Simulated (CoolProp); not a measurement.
Vapour-liquid equilibrium of R152A (1) + isobutane (2) at 320.2 K; x and y are mole fractions of (1).

Model: multi-fluid Helmholtz-energy mixture model, Outcalt 1996 and Bücker 2006; pair parameters Bell 2016, in CoolProp.

```csv
x,bubble pressure (MPa),y at the bubble point,dew pressure at overall composition x (MPa),liquid density (mol/L)
0.05,0.7260,0.145,0.6652,[?]
0.2,0.9287,0.391,0.7654,9.338
0.35,1.057,0.523,0.8902,[?]
0.5,1.135,0.614,[?],[?]
0.65,1.177,0.694,1.158,[?]
0.8,1.184,0.785,1.182,11.40
0.95,[?],[?],1.121,12.34
```

Problem. Complete the blanks.

Solution. 
- 0.05, liquid density (mol/L): 9.058
- 0.35, liquid density (mol/L): 9.675
- 0.5, dew pressure at overall composition x (MPa): 1.035
- 0.5, liquid density (mol/L): 10.10
- 0.65, liquid density (mol/L): 10.66
- 0.95, bubble pressure (MPa): 1.134
- 0.95, y at the bubble point: 0.927

y crosses x between x = 0.65 and 0.8: the model has an azeotrope there.

Pair parameters are fitted to limited data, so mixtures are less certain than the pure fluids.
